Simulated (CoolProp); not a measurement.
A closed Brayton cycle with nitrogen: compressor inlet 306.15 K and 5.4 MPa, high pressure 12.3 MPa, turbine inlet 645 K, compressor efficiency 0.89, turbine efficiency 0.9, recuperator effectiveness 0.9 (on enthalpy, no pinch check). Each further row changes one setting.

Model: reference Helmholtz-energy equation of state, Span 2000, in CoolProp.

| case | thermal efficiency (%) | net work (kJ/kg) | compressor to turbine work | compressor exit (K) | turbine exit (K) |
|---|---|---|---|---|---|
| as stated | 22.9 | 34.5 | 0.74 | 398.9 | 525.8 |
| turbine inlet 595 K | 17.8 | 24.2 | (withheld) | 398.9 | 483.9 |
| compressor inlet 316.15 K | 21.0 | (withheld) | 0.76 | (withheld) | 525.8 |
| high pressure 10.5 MPa | (withheld) | 32.1 | 0.70 | 379.4 | 546.9 |
| recuperator effectiveness 0.5 | 16.8 | 34.5 | 0.74 | 398.9 | 525.8 |

Task: Complete the blanks.

Result: 
- turbine inlet 595 K, compressor to turbine work: 0.80
- compressor inlet 316.15 K, net work (kJ/kg): 31.1
- compressor inlet 316.15 K, compressor exit (K): 411.8
- high pressure 10.5 MPa, thermal efficiency (%): 24.5
